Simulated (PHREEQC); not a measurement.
A column of 0.1 m (40 cells, dispersivity 0.0035 m, 3600 s a shift, diffusion coefficient 3e-10 m²/s) holds 0.051 eq of the database's cation exchanger X per kg of pore water, first in equilibrium with 0.0039 mol/kgw SrCl2 and 1e-05 mol/kgw HCl. It is flushed with 0.019 mol/kgw MnCl2, 0.02 mol/kgw SrCl2 and 1e-05 mol/kgw HCl, at 25 °C. Values are for the last cell. The system is closed to CO2. Nothing may precipitate in this run.

Base run: PHREEQC, ion-association model, phreeqc.dat. Each further column changes one thing. The table gives MnX2 on the exchanger (mol/kgw).

| pore volumes | base | exchange capacity from 0.051 to 0.025 eq/kgw | dispersivity from 0.0035 to 0.007 m |
|---|---|---|---|
| 0 | 0 | 0 | 0 |
| 0.5125 | 3.68e-10 | 1.59e-7 | 2.22e-6 |
| 1.012 | 0.00141 | ? | 0.00219 |
| 1.512 | 0.00460 | ? | ? |
| 2.013 | 0.00603 | ? | 0.00586 |
| 2.513 | 0.00644 | 0.00321 | ? |
| 3.013 | 0.00653 | 0.00321 | 0.00647 |
| 3.513 | 0.00655 | 0.00321 | 0.00653 |
| 4.013 | 0.00655 | 0.00321 | ? |

**Question.** Fill in the missing entries.

**Answer.** 
- 1.012, exchange capacity from 0.051 to 0.025 eq/kgw: 0.00151
- 1.512, exchange capacity from 0.051 to 0.025 eq/kgw: 0.00286
- 1.512, dispersivity from 0.0035 to 0.007 m: 0.00471
- 2.013, exchange capacity from 0.051 to 0.025 eq/kgw: 0.00316
- 2.513, dispersivity from 0.0035 to 0.007 m: 0.00631
- 4.013, dispersivity from 0.0035 to 0.007 m: 0.00654
